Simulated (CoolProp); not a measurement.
Vapour-liquid equilibrium of benzene (1) + o-xylene (2) at 0.588 bar; x and y are mole fractions of (1).

The numbers come from the multi-fluid Helmholtz-energy mixture model, Thol 2012 and Zhou 2012; pair parameters Bell 2016 in CoolProp.

Task: Give the bubble temperature and the first vapour's composition at x = 0.5, 0.65, 0.95. Is there an azeotrope?

Result: x = 0.5: 78.5 °C, y = 0.900; x = 0.65: 72.5 °C, y = 0.942; x = 0.95: 64.6 °C, y = 0.992. No azeotrope shows between x = 0.05 and 0.95.

Pair parameters are fitted to limited data, so mixtures are less certain than the pure fluids. The gap from Raoult's law changes sign with composition, which may be real or a fault of the pair parameters; it wasn't checked against measurements.
